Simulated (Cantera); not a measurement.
Cantera with NASA thermochemical tables; ideal gases at 1 bar, condensed phases pure. Values are per mole of reaction as written; species without (g) are pure solids or liquids, kept so even where they would boil at 1 bar.

2 CsCl + H2O2(g) ⇌ 2 HCl(g) + 2 Cs(g) + 2 O(g), with ΔH° = 1488.7 kJ and ΔS° = 610.2 J/K at 300 K.

### Question
How far is the shortcut ΔG° ≈ ΔH°(300 K) − T·ΔS°(300 K) from the full temperature-dependent value at 350, 400, 450, 500, 550, 600, 650, 700, 750 K?

### Answer
```json
[
 {"T (K)": "350", "shortcut (kJ)": "1275.1", "full (kJ)": "1275.2", "difference (kJ)": "0.0", "difference in log10 K": "0.00"},
 {"T (K)": "400", "shortcut (kJ)": "1244.6", "full (kJ)": "1244.7", "difference (kJ)": "-0.1", "difference in log10 K": "0.01"},
 {"T (K)": "450", "shortcut (kJ)": "1214.1", "full (kJ)": "1214.4", "difference (kJ)": "-0.3", "difference in log10 K": "0.03"},
 {"T (K)": "500", "shortcut (kJ)": "1183.6", "full (kJ)": "1184.1", "difference (kJ)": "-0.5", "difference in log10 K": "0.05"},
 {"T (K)": "550", "shortcut (kJ)": "1153.1", "full (kJ)": "1154.0", "difference (kJ)": "-0.9", "difference in log10 K": "0.08"},
 {"T (K)": "600", "shortcut (kJ)": "1122.6", "full (kJ)": "1124.0", "difference (kJ)": "-1.4", "difference in log10 K": "0.12"},
 {"T (K)": "650", "shortcut (kJ)": "1092.1", "full (kJ)": "1094.0", "difference (kJ)": "-1.9", "difference in log10 K": "0.16"},
 {"T (K)": "700", "shortcut (kJ)": "1061.6", "full (kJ)": "1064.2", "difference (kJ)": "-2.7", "difference in log10 K": "0.20"},
 {"T (K)": "750", "shortcut (kJ)": "1031.1", "full (kJ)": "1034.7", "difference (kJ)": "-3.6", "difference in log10 K": "0.25"}
]
```
The shortcut ignores the heat-capacity change of the reaction.
